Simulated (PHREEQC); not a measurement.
Dissolve 0.26 mol H3PO4, 0.0009 mol HF and 0.04 mol NiSO4 per kg of water at 25 °C. Closed to the air; pH follows from the charge balance.

All values are PHREEQC results (ion-association model, wateq4f.dat), not measurements.

This is a speciation only: nothing precipitates in the calculation.

Problem. What pH does the model give?

Solution. pH 1.49.

Problem. In which forms is P present?

Solution. H3PO4 78 %, H2PO4- 22 % of the P.

H3PO4, which wateq4f.dat lacks, is added to it with the constant of phreeqc.dat. The database has no phosphate complexes of Ni.
